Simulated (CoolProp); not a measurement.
Vapour-liquid equilibrium of R113 (1) + acetone (2) at 0.839 MPa; x and y are mole fractions of (1).

Model: multi-fluid Helmholtz-energy mixture model, Marx 1992 and Lemmon 2006; pair parameters Bell 2016, in CoolProp.

| x | bubble temperature, mixture model (°C) | bubble temperature, Raoult's law (°C) | y, mixture model | y, Raoult's law |
|---|---|---|---|---|
| 0.05 | 132.7 | 134.6 | 0.083 | 0.055 |
| 0.15 | … | 134.2 | … | 0.162 |
| 0.25 | 127.0 | 133.7 | 0.324 | 0.268 |
| 0.35 | 125.5 | 133.3 | 0.412 | 0.372 |
| 0.45 | 124.5 | 132.8 | 0.489 | 0.474 |
| 0.55 | 124.0 | 132.3 | … | 0.573 |
| 0.65 | 124.1 | 131.9 | 0.635 | 0.672 |
| 0.75 | 124.7 | 131.4 | 0.714 | 0.768 |
| 0.85 | 126.0 | 130.9 | 0.807 | 0.862 |
| 0.95 | 128.4 | 130.5 | 0.925 | 0.954 |

What belongs in the gaps?


- 0.15, bubble temperature, mixture model (°C): 129.4
- 0.15, y, mixture model: 0.218
- 0.55, y, mixture model: 0.562

The largest gap from Raoult's law is -8.3 K in bubble temperature, at x = 0.45. y crosses x between x = 0.55 and 0.65: the model has an azeotrope there.

The pair parameters rest on a limited set of measurements; away from them the model extrapolates.
